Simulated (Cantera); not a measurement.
A perfectly stirred reactor is fed with C2H6 : N2 : H2O = 1 : 4.6 : 0.51 (molar parts), at 13300 Pa; it is held at 1450 K, and followed from long to short residence time.

Cantera simulation using GRI-Mech 3.0 (53 species, 325 reactions); the numbers are that mechanism's predictions, not measurements. GRI-Mech 3.0 stops at C3 and has no aromatics, soot or wall deposition, so with more carbon than oxygen in the feed, carbon stays in small species such as C2H2 where larger ones or solid carbon would form.

Question: Predict: x(C2H6) at τ = 24.0 s; x(C2H4) at τ = 24.0 s; x(HCN) at τ = 24.0 s; x(C2H2) at τ = 24.0 s; x(H) at τ = 24.0 s; x(C2H6) at τ = 0.130 s; x(C2H4) at τ = 0.130 s; x(HCN) at τ = 0.130 s; x(C2H2) at τ = 0.130 s; x(H) at τ = 0.130 s.

Answer: 
| Property | Result |
|---|---|
| x(C2H6) at τ = 24.0 s | 2.75e-5 |
| x(C2H4) at τ = 24.0 s | 0.00169 |
| x(HCN) at τ = 24.0 s | 3.75e-8 |
| x(C2H2) at τ = 24.0 s | 0.0999 |
| x(H) at τ = 24.0 s | 1.86e-5 |
| x(C2H6) at τ = 0.130 s | 0.00142 |
| x(C2H4) at τ = 0.130 s | 0.00959 |
| x(HCN) at τ = 0.130 s | 2.92e-8 |
| x(C2H2) at τ = 0.130 s | 0.0986 |
| x(H) at τ = 0.130 s | 7.09e-5 |
